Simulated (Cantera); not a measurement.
# CO + H2 (carbon deposition, reforming and gasification)

Feed: 1 mol CO, 46 mol H2, at 377 °C.

Cantera equilibrium calculation (NASA polynomials, part measured and part estimated; ideal gas, pure solids and liquids). Candidate condensed phases: C, C6H6, C7H8, C8H18, H2O; 110 gas species. The ideal-gas law is rough above about 30 bar. Equilibrium is a limit: real reactors are often held back by kinetics, nucleation or transport.

At 0.0750 Torr the condensed part is C(graphite). From 0.750 Torr to 75000 Torr nothing is condensed. The main C-bearing gas is CO at 0.0750 Torr and CH4 at 75000 Torr.

```csv
P (Pa),log p H2,log p CH4,log p H2O,log p CO,log p CO2,n C(graphite)
10,-4.01,-6.60,-6.41,-5.81,-7.01,0.111
100,-3.02,-4.78,-4.81,-5.36,-5.96,0
1000,-2.02,-3.66,-3.66,-6.07,-6.52,0
10000,-1.02,-2.65,-2.65,-7.07,-7.51,0
100000,-0.02,-1.65,-1.65,-8.07,-8.51,0
1000000,0.98,-0.65,-0.65,-9.07,-9.51,0
10000000,1.98,0.35,0.35,<-10,<-10,0
```
log p: log10 of the partial pressure in bar; n: condensed amount in mol.
